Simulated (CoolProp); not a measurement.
A Linde-Hampson liquefier for carbon monoxide: isothermal reversible compression at 230 K from 1 atm to 25 MPa, throttling to 1 atm, return gas leaving the recuperator 0 K below the feed. Each further row changes one setting.

Computed with CoolProp (reference Helmholtz-energy equation of state, Lemmon 2006). It is a short technical equation, of lower accuracy than the large ones.

```tsv
case	liquid yield per pass	compression work (kJ/kg of gas)
as stated	0.196	363
high pressure 50 MPa	0.202	419
warm-end temperature 260 K	0.143	419
warm-end gap 5 K	0.185	363
```
